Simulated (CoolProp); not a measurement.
Saturation properties of normal hydrogen.

Computed with CoolProp (reference Helmholtz-energy equation of state, Leachman 2009).

```tsv
T (K)	p (kPa)	vapour density (kg/m³)	liquid cp (kJ/(kg K))	surface tension (mN/m)
26.4	426.2	5.161	15.04	0.896
26.8	460.2	5.583	15.66	[?]
27.2	496.1	6.036	[?]	0.768
27.6	533.8	6.524	17.11	0.705
28.1	583.8	7.187	18.21	0.627
28.5	626.2	7.766	19.25	0.565
28.9	670.6	8.394	20.47	0.505
29.3	717.2	9.080	21.92	0.446
29.8	778.7	10.03	24.19	0.374
30.2	830.5	10.88	26.53	0.318
30.6	884.8	[?]	29.58	0.264
31	[?]	12.91	[?]	0.212
31.5	1016	14.50	41.86	0.153
31.9	1079	16.05	53.17	0.110
32.3	1145	18.02	75.85	0.0734
```

**Question.** Some entries are withheld; supply them.

**Answer.** 
- 26.8, surface tension (mN/m): 0.832
- 27.2, liquid cp (kJ/(kg K)): 16.34
- 30.6, vapour density (kg/m³): 11.83
- 31, p (kPa): 941.6
- 31, liquid cp (kJ/(kg K)): 33.76

It boils at 20.4 K under 1 atm.

Surface tension comes from a separate correlation (Mulero 2012).
